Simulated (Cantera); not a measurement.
Input (Python, Cantera) and output of one run.

```python
import numpy as np
import cantera as ct

gas_names = """
    N NO NO2 NO3 N2 N2O O O2 O3 Pb PbO Pb2
""".split()
cond_names = """
    Pb(cr) Pb(L) PbO(rd) PbO(yw) PbO(L) PbO2(s) Pb3O4(s)
""".split()


# ... load() reads the species with a 1 bar reference pressure and builds the phases ...
atoms = {
    'Pb': {'Pb': 1},
    'O2': {'O': 2},
    'N2': {'N': 2},
}
top_T = {'Pb3O4(s)': 820}  # K; cautious upper limits of use, not melting points


# ... equilibrate(T, P, feed) seeds the gas with the atoms and calls Mixture.equilibrate('TP', solver="vcs", rtol=1e-11, max_steps=5000) ...
results = []
feed = {'Pb': 1, 'O2': 0.0085, 'N2': 120}  # mol
T = 1675  # K
for P in [10, 120, 1600, 19000, 240000, 3000000]:
    mix = equilibrate(T, P, feed)
    results.append((T, P, feed, dict(zip(mix.species_names, mix.species_moles))))

top = {s: max(r[3][s] / sum(r[3][g] for g in gas_names) for r in results) for s in gas_names}
cols = sorted((s for s in top if top[s] > 1e-05), key=lambda s: -top[s])[:6]
seen = [c for c in cond_names if any(r[3].get(c, 0) > 1e-12 for r in results)]
print("log10 of partial pressures in bar; condensed amounts in mol")
print(f"{'P/Pa':>10s}" + "".join(f"{s[:9]:>10s}" for s in cols + seen))
for T, P, feed, n in results:
    ng = sum(n[g] for g in gas_names)
    print(f"{P:10.4g}" + "".join(f"{np.log10(max(n[s] / ng * P / 1e5, 1e-99)):10.3f}" for s in cols)
          + "".join(f"{n.get(c, 0):10.4g}" for c in seen))
```

It prints:

```
log10 of partial pressures in bar; condensed amounts in mol
      P/Pa        N2        Pb       PbO        NO        O2         O     Pb(L)
        10    -4.004    -6.084    -8.512    -8.463    -8.545    -8.739         0
       120    -2.924    -5.008    -7.023    -7.511    -7.719    -8.326         0
      1600    -1.799    -3.885    -5.705    -6.753    -7.329    -8.131         0
   1.9e+04    -0.725    -2.811    -4.587    -6.171    -7.240    -8.086         0
   2.4e+05     0.377    -1.710    -3.475    -5.610    -7.219    -8.076         0
     3e+06     1.475    -0.955    -2.375    -4.716    -6.529    -7.731    0.5368
```

These are equilibrium values from Cantera (NASA tables, ideal gas, pure condensed phases), not measurements of a reactor. Gases not in the tables: (PbO)n polymers.
